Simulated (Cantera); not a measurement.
Feed: 1 mol PbO, 0.34 mol CO, 27 mol N2, at 825 K and 16.0 Pa.

Method: chemical equilibrium by Gibbs-energy minimisation in Cantera with the NASA 1993 tables (ideal gas, pure condensed phases). Candidate condensed phases: C, Pb, PbO, PbO2, Pb3O4; 27 gas species. Rates play no part.

Base state: N2 0.987, CO2 0.0124, Pb 0.000896 (mole fractions); condensed: Pb(l) + PbO(yellow).

Question: What changes in the equilibrium state with this change: temperature from 825 K to 1450 K?

Answer: 
| species | before | after |
|---|---|---|
| N2 | 0.987 | 0.946 |
| Pb | 0.000896 | 0.0267 |
| CO2 | 0.0124 | 0.0119 |
| PbO | 1.57e-6 | 0.00829 |
| O2 | <1e-9 | 0.00732 |
| NO | <1e-9 | 0.000194 |
| O | <1e-9 | 1.36e-5 |
| CO | 2.48e-7 | 2.47e-5 |
| Pb(l), mol | 0.315 | 0 |
| PbO(yellow), mol | 0.660 | 0 |
